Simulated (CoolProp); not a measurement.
A single-stage vapour-compression cycle with the fluid: evaporating at 302.15 K (dew point), condensing at 330.15 K (bubble point), superheat 10 K, subcooling 8 K, compressor efficiency 0.8, no pressure losses. The same conditions are run with several fluids, on thermodynamics alone (safety and materials aside).

The numbers come from the reference Helmholtz-energy equation of state of each fluid (carbonyl sulfide: Lemmon 2006; propylene: Lemmon 2013; R21: Platzer 1990; R124: de Vries 1995; R22: Kamei 1995; n-hexane: Thol 2019) in CoolProp. The equations of Platzer and Polt are older, rougher fits.

```json
[
 {"fluid": "carbonyl sulfide", "cooling COP": "7.47", "pressure ratio": "1.86", "discharge temperature (K)": "…", "refrigerating effect (kJ/kg)": "221", "volumetric capacity (kJ/m³)": "8560"},
 {"fluid": "propylene", "cooling COP": "…", "pressure ratio": "1.87", "discharge temperature (K)": "348.5", "refrigerating effect (kJ/kg)": "291", "volumetric capacity (kJ/m³)": "7350"},
 {"fluid": "R21", "cooling COP": "8.14", "pressure ratio": "2.31", "discharge temperature (K)": "358.5", "refrigerating effect (kJ/kg)": "213", "volumetric capacity (kJ/m³)": "1860"},
 {"fluid": "R124", "cooling COP": "7.95", "pressure ratio": "2.14", "discharge temperature (K)": "340.8", "refrigerating effect (kJ/kg)": "129", "volumetric capacity (kJ/m³)": "3270"},
 {"fluid": "R22", "cooling COP": "7.47", "pressure ratio": "…", "discharge temperature (K)": "355.3", "refrigerating effect (kJ/kg)": "161", "volumetric capacity (kJ/m³)": "…"},
 {"fluid": "n-hexane", "cooling COP": "8.32", "pressure ratio": "2.89", "discharge temperature (K)": "336.1", "refrigerating effect (kJ/kg)": "…", "volumetric capacity (kJ/m³)": "269"}
]
```

### Question
Fill in the missing entries.

### Answer

- carbonyl sulfide, discharge temperature (K): 364.0
- propylene, cooling COP: 7.38
- R22, pressure ratio: 1.96
- R22, volumetric capacity (kJ/m³): 7460
- n-hexane, refrigerating effect (kJ/kg): 334
